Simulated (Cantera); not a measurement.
Charge: 1 mol Cr, 0.11 mol NH3, 2.4 mol N2, at 10.0 Torr.

Cantera equilibrium calculation (NASA polynomials, part measured and part estimated; ideal gas, pure solids and liquids). Candidate condensed phases: Cr, CrN, Cr2N; 11 gas species. Kinetics and transport are ignored.

x: gas mole fraction; n: condensed amount in mol.

```
T (K)   x N2      x Cr    x H2       x H  n Cr(s)
-----  -----  --------  ------  --------  -------
1573   0.937  0.000176  0.0629   8.83e-5    1.000
1648   0.936  0.000668  0.0628  0.000193    0.998
1723   0.935   0.00224  0.0626  0.000395    0.994
1798   0.930   0.00676  0.0621  0.000760    0.982
1873   0.919    0.0186  0.0611   0.00138    0.950
1948   0.892    0.0471  0.0588   0.00237        …
2023   0.831     0.111  0.0540   0.00382        …
2098   0.706     0.244  0.0446   0.00563        …
```

Problem. Complete the blanks.

Solution. 
- 1948, n Cr(s): 0.870
- 2023, n Cr(s): 0.673
- 2098, n Cr(s): 0.152
